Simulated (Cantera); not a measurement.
Cantera run:

```python
import numpy as np
import cantera as ct

gas_names = """
    Fe FeO Fe(OH)2 H HO2 H2 H2O H2O2 H2S H2SO4 O OH O2 O3 S SH SO SO2 SO3 S2 S2O S8
""".split()
cond_names = """
    Fe(a) Fe(c) Fe(d) Fe(L) FeO(s) FeO(L) Fe(OH)2(s) Fe(OH)3(s) FeS(a) FeS(b) FeS(c) FeS(L) FeSO4(s)
    FeS2(s) Fe2O3(s) Fe2S3O12(s) Fe3O4(s) H2O(s) H2O(L) H2SO4(L) S(cr1) S(cr2) S(L)
""".split()


# ... load() reads the species with a 1 bar reference pressure and builds the phases ...
atoms = {
    'Fe2O3': {'Fe': 2, 'O': 3},
    'H2S': {'H': 2, 'S': 1},
    'O2': {'O': 2},
}
top_T = {'FeSO4(s)': 950, 'FeS2(s)': 1010, 'Fe2O3(s)': 1830, 'Fe2S3O12(s)': 1100, 'Fe3O4(s)': 1870}  # K; cautious upper limits of use, not melting points


# ... equilibrate(T, P, feed) seeds the gas with the atoms and calls Mixture.equilibrate('TP', solver="vcs", rtol=1e-11, max_steps=5000) ...
results = []
feed = {'Fe2O3': 1, 'H2S': 1.5, 'O2': 9.8}  # mol
T = 1548.15  # K
P = 66000  # Pa
mix = equilibrate(T, P, feed)
results.append((T, P, feed, dict(zip(mix.species_names, mix.species_moles))))
print(gas.report(threshold=0.001))
for i in range(1, mix.n_phases):
    print(f"{mix.phase(i).name:16s} {mix.phase_moles(i):12.5e} mol")
```

It prints:

```
       temperature   1548.2 K
          pressure   66000 Pa
           density   0.17749 kg/m^3
  mean mol. weight   34.615 kg/kmol
   phase of matter   gas

                          1 kg             1 kmol
                     ---------------   ---------------
          enthalpy       -8.7037e+05       -3.0128e+07  J
   internal energy       -1.2422e+06          -4.3e+07  J
           entropy            8048.7        2.7861e+05  J/K
    Gibbs function       -1.3331e+07       -4.6145e+08  J
 heat capacity c_p            1190.7             41216  J/K
 heat capacity c_v            950.49             32901  J/K

                      mass frac. Y      mole frac. X     chem. pot. / RT
                     ---------------   ---------------   ---------------
               H2O          0.074041           0.14227           -47.558
                O2           0.66107           0.71514           -28.637
               SO2           0.25825           0.13955           -60.098
               SO3         0.0065321         0.0028243           -74.417
     [  +18 minor]        0.00010891        0.00022094

Fe(c)             0.00000e+00 mol
FeO(s)            0.00000e+00 mol
FeS(L)            0.00000e+00 mol
Fe2O3(s)          9.99999e-01 mol
Fe3O4(s)          0.00000e+00 mol
S(L)              0.00000e+00 mol
```

Method: chemical equilibrium by Gibbs-energy minimisation in Cantera with the NASA 1993 tables (ideal gas, pure condensed phases).
